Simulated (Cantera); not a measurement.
An isothermal, constant-pressure homogeneous reactor starts with 14.2 % H2, 42.9 % O2, 42.9 % N2, equivalence ratio 0.17, at 1275 K and 1.00 bar.

Cantera simulation using the H2/O2 subset of GRI-Mech 3.0, which has no nitrogen chemistry; the numbers are that mechanism's predictions, not measurements. The temperature is held fixed by assumption; the heat of reaction is taken as removed at once.

x: mole fraction; the columns are a selection and need not sum to one.

| t (s) | x H2 | x O2 | x O | x H | x H2O2 | x OH |
|---|---|---|---|---|---|---|
| 7.00e-5 | 0.000940 | 0.385 | 0.000894 | [?] | 5.55e-6 | 0.00121 |
| 0.000186 | 0.000149 | 0.385 | 0.000111 | [?] | 1.63e-6 | 0.000425 |
| 0.000493 | 2.21e-5 | 0.386 | 2.05e-5 | [?] | 5.41e-7 | 0.000192 |
| 0.00131 | 2.54e-6 | 0.386 | 4.90e-6 | [?] | 1.86e-7 | 9.57e-5 |
| 0.00347 | 3.37e-7 | 0.386 | 1.42e-6 | [?] | 6.58e-8 | 5.14e-5 |
| 0.00921 | 8.44e-8 | 0.386 | 4.71e-7 | [?] | 2.45e-8 | 2.95e-5 |
| 0.0244 | 3.00e-8 | 0.386 | 1.76e-7 | 2.80e-10 | 9.92e-9 | 1.80e-5 |
| 0.0648 | 1.59e-8 | 0.386 | 8.66e-8 | 1.10e-10 | 5.17e-9 | 1.26e-5 |
| 0.172 | 1.37e-8 | 0.386 | 7.02e-8 | 8.72e-11 | 4.29e-9 | 1.13e-5 |
| 0.456 | 1.36e-8 | 0.386 | 6.98e-8 | 8.67e-11 | 4.27e-9 | 1.13e-5 |
| 1.21 | 1.36e-8 | 0.386 | 6.98e-8 | 8.67e-11 | 4.27e-9 | 1.13e-5 |
| 3.21 | 1.36e-8 | 0.386 | 6.98e-8 | 8.67e-11 | 4.27e-9 | 1.13e-5 |
| 8.52 | 1.36e-8 | 0.386 | 6.98e-8 | 8.67e-11 | 4.27e-9 | 1.13e-5 |
| 22.6 | 1.36e-8 | 0.386 | 6.98e-8 | 8.67e-11 | 4.27e-9 | 1.13e-5 |
| 60.0 | 1.36e-8 | 0.386 | 6.98e-8 | 8.67e-11 | 4.27e-9 | 1.13e-5 |

Q: Some entries are withheld; supply them.

A: 
- 7.00e-5, x H: 0.000109
- 0.000186, x H: 4.94e-6
- 0.000493, x H: 3.91e-7
- 0.00131, x H: 4.15e-8
- 0.00347, x H: 6.10e-9
- 0.00921, x H: 1.16e-9
